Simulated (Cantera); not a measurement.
A closed system holds: 1 mol ZrO₂, 200 mol H₂, 1.2 mol N₂, held at 10000 Pa.

Equilibrium computed with Cantera from the NASA thermochemical tables; the gas is ideal and each condensed phase is pure. Candidate condensed phases: H₂O, Zr, ZrN, ZrO₂; 28 gas species. Mutual solubility and eutectic melting of coexisting phases are not modelled. ZrN: taken at fixed stoichiometry. Condensed phases not in the tables: solid solutions among these carbides, nitrides and lower oxides. Kinetics and transport are ignored.

log p: log10 of the partial pressure in bar; n: condensed amount in mol.

| T (K) | log p H₂ | log p H | log p N₂ | log p H₂O | log p NH₃ | log p ZrO | n ZrN(s) | n ZrO₂(monoclinic) | n ZrO₂(tetragonal) |
|---|---|---|---|---|---|---|---|---|---|
| 1348 | -1.00 | -6.14 | -3.22 | -6.81 | -7.10 | <-13 | 0.000157 | 1.000 | 0 |
| 1448 | -1.00 | -5.54 | -3.22 | -6.50 | -7.25 | <-13 | 0.000317 | 1.000 | 0 |
| 1548 | -1.00 | -5.01 | -3.22 | -6.24 | -7.39 | <-13 | 0.000576 | 0 | 0.999 |
| 1648 | -1.00 | … | -3.22 | … | … | <-13 | … | 0 | 0.999 |
| 1748 | -1.00 | -4.14 | -3.22 | -5.82 | -7.60 | -11.85 | 0.00153 | 0 | 0.998 |
| 1848 | -1.00 | -3.78 | -3.23 | -5.64 | -7.69 | -10.56 | 0.00231 | 0 | 0.998 |
| 1948 | -1.00 | -3.45 | -3.23 | -5.48 | -7.78 | -9.41 | 0.00333 | 0 | 0.997 |
| 2048 | -1.01 | … | -3.23 | … | … | … | … | 0 | 0.995 |
| 2148 | -1.01 | -2.88 | -3.23 | -5.21 | -7.92 | -7.43 | 0.00620 | 0 | 0.994 |

What belongs in the gaps?


- 2048, log p H: -3.15
- 2048, log p H₂O: -5.34
- 2048, log p NH₃: -7.85
- 2048, log p ZrO: -8.37
- 2048, n ZrN(s): 0.00462
- 1648, log p H: -4.55
- 1648, log p H₂O: -6.02
- 1648, log p NH₃: -7.50
- 1648, n ZrN(s): 0.000968
